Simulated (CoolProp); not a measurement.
Vapour-liquid equilibrium of dimethyl carbonate (1) + n-heptane (2) at 91.65 °C; x and y are mole fractions of (1).

Computed with CoolProp (multi-fluid Helmholtz-energy mixture model, Zhou 2011 and Span 2003; pair parameters Bell 2016).

Give the bubble pressure and the first vapour's composition at x = 0.05, 0.2, 0.95. Is there an azeotrope?

x = 0.05: 95.65 kPa, y = 0.170; x = 0.2: 120.2 kPa, y = 0.415; x = 0.95: 118.0 kPa, y = 0.864. y crosses x between x = 0.575 and 0.65: the model has an azeotrope there.

Pair parameters are fitted to limited data, so mixtures are less certain than the pure fluids.
